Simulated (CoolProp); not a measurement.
Methane at 298.69 K and 0.234 MPa flows at 0.13 m/s in a round tube of 10 mm bore and 15 µm roughness, fully developed (64/Re and Nu = 3.66 if laminar; Colebrook and Gnielinski if turbulent). Each further row changes one setting.

The numbers come from the reference Helmholtz-energy equation of state, Setzmann 1991 in CoolProp.

| case | Reynolds number | Darcy friction factor | pressure drop (Pa/m) | heat-transfer coefficient (W/(m² K)) | mass flow (kg/h) |
|---|---|---|---|---|---|
| as stated | 176 | 0.364 | 0.467 | 12.6 | 0.0558 |
| velocity 0.26 m/s | 351 | 0.182 | 0.934 | 12.6 | 0.112 |
| diameter 20 mm | 351 | 0.182 | 0.117 | 6.28 | 0.223 |

Viscosity comes from a separate model (Quiñones-Cisneros 2006). Thermal conductivity comes from a separate model (Friend 1989).
